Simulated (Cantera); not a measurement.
# Low-pressure radical oxidation in H2/O2

An isothermal, constant-pressure homogeneous reactor starts with H2 : O2 = 0.28 : 1 (molar parts), equivalence ratio 0.14, at 1000 K and 20.0 Torr.

Detailed kinetics in Cantera: the H2/O2 subset of GRI-Mech 3.0, which has no nitrogen chemistry. Radical loss at walls, strong at low pressure, is not modelled. The temperature is held fixed by assumption; the heat of reaction is taken as removed at once.

```csv
t (s),x H2,x O2,x O,x OH,x HO2
8.00e-6,0.219,0.781,1.21e-12,1.04e-12,2.66e-11
2.70e-5,0.219,0.781,1.23e-11,8.08e-12,9.00e-11
9.12e-5,0.219,0.781,1.19e-10,5.48e-11,3.08e-10
0.000308,0.219,0.781,2.56e-9,1.02e-9,1.19e-9
0.00104,0.219,0.781,1.03e-5,4.07e-6,7.14e-7
0.00351,0.00819,0.734,0.0151,0.00413,3.50e-5
0.0118,0.000472,0.754,0.000632,0.000536,1.41e-5
0.0400,4.17e-5,0.754,4.83e-5,0.000144,2.50e-6
0.135,3.44e-6,0.754,5.95e-6,5.22e-5,3.84e-7
0.456,2.99e-7,0.754,1.04e-6,2.18e-5,7.13e-8
1.54,4.72e-8,0.754,2.33e-7,1.03e-5,1.67e-8
5.20,1.08e-8,0.754,5.98e-8,5.21e-6,4.59e-9
17.5,2.82e-9,0.754,1.64e-8,2.72e-6,1.58e-9
59.2,7.90e-10,0.754,4.70e-9,1.46e-6,9.94e-10
200,2.59e-10,0.754,1.52e-9,8.29e-7,1.22e-9
```
x: mole fraction; the columns are a selection and need not sum to one.

Equilibrium at this temperature and pressure: H2 1.52e-10, O2 0.754, O 8.42e-10, OH 6.16e-7, HO2 1.54e-9 (gas phase only).
